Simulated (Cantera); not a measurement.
A freely propagating, adiabatic, planar premixed flame of 11.3 % CH4, 17.3 % O2, 65.1 % N2, 6.31 % H2O, equivalence ratio 1.3, unburnt at 448 K and 0.128 atm; mixture-averaged transport, grid criteria slope 0.08 and curve 0.16, no radiation.

Detailed kinetics in Cantera: GRI-Mech 3.0 (53 species, 325 reactions). Burning velocities carry a grid error of a few per cent, more on coarse grids.

Q: Predict: laminar burning velocity; thermal thickness; peak x(CH2O); peak x(CO); peak x(C2H6).

A: 
```
Item                         Result
------------------------  ---------
laminar burning velocity  75.1 cm/s
thermal thickness           2.77 mm
peak x(CH2O)               0.000907
peak x(CO)                   0.0686
peak x(C2H6)                0.00174
```
